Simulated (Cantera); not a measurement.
Standard-state values (1 bar) from the NASA 1993 polynomials, evaluated with Cantera. Values are per mole of reaction as written; species without (g) are pure solids or liquids, kept so even where they would boil at 1 bar.

### Question
Between 300 and 1275 K, where is each reaction favourable under standard conditions?
- HCl(g) + F(g) + Cs = HF(g) + CsCl

### Answer
- HCl(g) + F(g) + Cs = HF(g) + CsCl: ΔG° is -656 kJ at 300 K and -510 kJ at 1275 K; it stays negative (K > 1). ΔH° is -673 kJ and ΔS° -127 J/K at 1275 K.
